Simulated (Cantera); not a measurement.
**Equilibrium for oxide etching and cleaning by halides: CuO + HF + O₂**

Charge: 1 mol CuO, 15 mol HF, 6 mol O₂, at 777 °C and 0.00140 bar.

These are equilibrium values from Cantera (NASA tables, ideal gas, pure condensed phases), not measurements of a reactor. Candidate condensed phases: Cu, CuF₂, CuO, Cu(OH)₂, Cu₂O, H₂O; 27 gas species. Kinetics and transport are ignored.

| Quantity | Result |
|---|---|
| x(HF) | 0.705 |
| x(O₂) | 0.294 |
| x(CuF) | 0.000536 |
| x(H₂O) | 0.000472 |
| x(CuF₂) | 0.000204 |
| n(Cu₂O(s)) | 0.492 mol |
| gas amount | 21.25 mol |
| log10 activity of Cu(s) (absent) | -1.44 |
| log10 activity of CuF₂(s) (absent) | -2.25 |
| log10 activity of Cu(OH)₂(s) (absent) | -9.47 |
